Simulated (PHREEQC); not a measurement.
A solution holds 0.036 mol/kgw HF, 0.16 mol/kgw (NH4)2SiF6, 0.07 mol/kgw H3AsO4 and 0.9 mol/kgw H2SO4, at 60 °C. Closed to the air; pH follows from the charge balance.

Model: ion-association model, wateq4f.dat, run in PHREEQC.

| quantity | before | after |
|---|---|---|
| pH | 0.17 | 0.17 |
| ionic strength (mol/kgw) | 1.43 | 0.949 |
| HF (mol/kgw) | 0.0408 | 0.0340 |
| H2F2 (mol/kgw) | 0.00158 | 0.000979 |
| H2AsO4- (mol/kgw) | 0.000609 | 0.000616 |
| F- (mol/kgw) | 5.33e-5 | 3.77e-5 |

Which change was made?
A) diluted 100-fold with water
B) diluted 2-fold with water
C) H2SO4 left out
D) temperature from 60 to 10 °C
E) (NH4)2SiF6 left out

E, (NH4)2SiF6 left out

No solid was allowed to form. The ionic strength passes 0.7 mol/kgw, the rough limit of the ion-association models, in every such run. Some of these states are supersaturated (in Quartz (slow to form), Chalcedony (slow to form), for instance). Away from 25 °C the constants follow the database's enthalpies or fits; those with neither stay at their 25 °C values. SiF6-2 is the database's only silicon fluoride.
